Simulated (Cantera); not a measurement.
Equilibrium for chemical vapour transport: MgO + HI + N2

Charge: 1 mol MgO, 0.011 mol HI, 0.059 mol N2, held at 0.0100 bar.

These are equilibrium values from Cantera (NASA tables, ideal gas, pure condensed phases), not measurements of a reactor. Candidate condensed phases: H2O, I2, Mg, MgI2, MgO, Mg(OH)2; 36 gas species. Kinetics and transport are ignored.

```json
[
 {"T (K)": "1048", "log p N2": "-2.09", "log p I": "-3.20", "log p HI": "-3.12", "log p H2": "-3.43", "log p I2": "-4.25", "n MgO(s)": "1.000"},
 {"T (K)": "1098", "log p N2": "-2.09", "log p I": "-3.11", "log p HI": "-3.20", "log p H2": "-3.37", "log p I2": "-4.42", "n MgO(s)": "1.000"},
 {"T (K)": "1148", "log p N2": "-2.09", "log p I": "-3.04", "log p HI": "-3.28", "log p H2": "-3.32", "log p I2": "-4.61", "n MgO(s)": "1.000"},
 {"T (K)": "1198", "log p N2": "-2.10", "log p I": "-2.99", "log p HI": "-3.37", "log p H2": "-3.28", "log p I2": "-4.81", "n MgO(s)": "1.000"},
 {"T (K)": "1248", "log p N2": "-2.10", "log p I": "-2.96", "log p HI": "-3.47", "log p H2": "-3.25", "log p I2": "-5.01", "n MgO(s)": "1.000"},
 {"T (K)": "1298", "log p N2": "-2.10", "log p I": "-2.93", "log p HI": "-3.57", "log p H2": "-3.23", "log p I2": "-5.20", "n MgO(s)": "1.000"},
 {"T (K)": "1348", "log p N2": "-2.10", "log p I": "-2.91", "log p HI": "-3.66", "log p H2": "-3.21", "log p I2": "-5.39", "n MgO(s)": "1.000"},
 {"T (K)": "1398", "log p N2": "-2.10", "log p I": "-2.90", "log p HI": "-3.76", "log p H2": "-3.20", "log p I2": "-5.58", "n MgO(s)": "1.000"},
 {"T (K)": "1448", "log p N2": "-2.10", "log p I": "-2.89", "log p HI": "-3.85", "log p H2": "-3.19", "log p I2": "-5.76", "n MgO(s)": "1.000"},
 {"T (K)": "1498", "log p N2": "-2.10", "log p I": "-2.88", "log p HI": "-3.94", "log p H2": "-3.18", "log p I2": "-5.93", "n MgO(s)": "1.000"},
 {"T (K)": "1548", "log p N2": "-2.10", "log p I": "-2.87", "log p HI": "-4.03", "log p H2": "-3.17", "log p I2": "-6.09", "n MgO(s)": "1.000"},
 {"T (K)": "1598", "log p N2": "-2.11", "log p I": "-2.87", "log p HI": "-4.11", "log p H2": "-3.17", "log p I2": "-6.24", "n MgO(s)": "1.000"},
 {"T (K)": "1648", "log p N2": "-2.11", "log p I": "-2.86", "log p HI": "-4.19", "log p H2": "-3.16", "log p I2": "-6.39", "n MgO(s)": "1.000"}
]
```
log p: log10 of the partial pressure in bar; n: condensed amount in mol.

From 1048 K to 1648 K the condensed part is MgO(s). The main Mg-bearing gas is MgI2 throughout.
